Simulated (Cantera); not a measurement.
**Stirred combustor or abatement burner**

A perfectly stirred reactor is fed with 1.01 % CH4, 0.0394 % C2H6, 1.41 % C3H8, 20.5 % O2, 77.0 % N2, at 1.50 bar; it is adiabatic with a 450 K inlet, and is followed from long to short residence time, starting on the burning branch (τ in s: 0.3, 0.087, 0.025, 0.0072, 0.0021, 0.0006, 0.00017, 4.9e-05, 1.4e-05, 4.1e-06).

Detailed kinetics in Cantera: GRI-Mech 3.0 (53 species, 325 reactions). GRI-Mech 3.0 was tuned for natural gas; its chemistry of propane as a main component is partial and can be far from experiment.

```json
[
 {"τ (s)": "0.30", "T (K)": "1522", "x CH4": "2.51e-6", "x C2H6": "2.41e-8", "x C3H8": "9.09e-7", "x OH": "0.000271", "x C2H": "6.66e-11"},
 {"τ (s)": "0.087", "T (K)": "1520", "x CH4": "5.48e-6", "x C2H6": "5.49e-8", "x C3H8": "2.08e-6", "x OH": "0.000393", "x C2H": "1.41e-10"},
 {"τ (s)": "0.025", "T (K)": "1514", "x CH4": "1.22e-5", "x C2H6": "1.25e-7", "x C3H8": "4.67e-6", "x OH": "0.000564", "x C2H": "2.77e-10"},
 {"τ (s)": "0.0072", "T (K)": "1500", "x CH4": "2.82e-5", "x C2H6": "2.88e-7", "x C3H8": "1.04e-5", "x OH": "0.000780", "x C2H": "4.94e-10"},
 {"τ (s)": "0.0021", "T (K)": "1469", "x CH4": "7.31e-5", "x C2H6": "7.42e-7", "x C3H8": "2.52e-5", "x OH": "0.000973", "x C2H": "7.65e-10"},
 {"τ (s)": "0.00060", "T (K)": "450", "x CH4": "0.0101", "x C2H6": "0.000394", "x C3H8": "0.0141", "x OH": "<1e-12", "x C2H": "<1e-12"},
 {"τ (s)": "0.00017", "T (K)": "450", "x CH4": "0.0101", "x C2H6": "0.000394", "x C3H8": "0.0141", "x OH": "<1e-12", "x C2H": "<1e-12"},
 {"τ (s)": "4.9e-5", "T (K)": "450", "x CH4": "0.0101", "x C2H6": "0.000394", "x C3H8": "0.0141", "x OH": "<1e-12", "x C2H": "<1e-12"},
 {"τ (s)": "1.4e-5", "T (K)": "450", "x CH4": "0.0101", "x C2H6": "0.000394", "x C3H8": "0.0141", "x OH": "<1e-12", "x C2H": "<1e-12"},
 {"τ (s)": "4.1e-6", "T (K)": "450", "x CH4": "0.0101", "x C2H6": "0.000394", "x C3H8": "0.0141", "x OH": "<1e-12", "x C2H": "<1e-12"}
]
```
x: mole fraction; the columns are a selection and need not sum to one.
